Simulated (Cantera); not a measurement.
Feed: 1 mol (CH3)2SiCl2, 220 mol H2, at 0.450 bar.

These are equilibrium values from Cantera (NASA tables, ideal gas, pure condensed phases), not measurements of a reactor. Candidate condensed phases: C, C6H6, C7H8, C8H18, Si, SiC; 109 gas species. The feed counts by its element totals alone. Rates play no part.

Problem. At 1273 K, list the 3 most abundant gas species with their mole fractions, and the condensed phases.

Solution. H2 0.987, HCl 0.00896, CH4 0.00412. Condensed: C(graphite) + SiC(s).
